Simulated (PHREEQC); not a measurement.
Make-up at 20 °C: 1.9 mmol/kgw CaCl2, 0.23 mmol/kgw Na2SO4 and 14 mmol/kgw KBr. Closed to the air; pH follows from the charge balance.

Computed with PHREEQC (ion-association model, phreeqc.dat).

```yaml
ionic_strength: 0.0203 mol/kgw
specific_conductance: 2130 µS/cm
```

```
species  molality  activity   log γ
-------  --------  --------  ------
Br-        0.0140    0.0121  -0.063
K+         0.0140    0.0121  -0.062
Cl-       0.00380   0.00330  -0.061
Ca+2      0.00188   0.00111  -0.230
Na+      0.000460  0.000402  -0.059
SO4-2    0.000198  0.000115  -0.234
CaSO4     2.17e-5   2.18e-5   0.002
KSO4-     1.03e-5   9.00e-6  -0.058
NaSO4-    2.56e-7   2.25e-7  -0.058
H+        9.49e-8   8.45e-8  -0.051
OH-       9.34e-8   8.10e-8  -0.062
CaOH+     2.49e-9   2.17e-9  -0.060
```

Precipitation was switched off in this run.
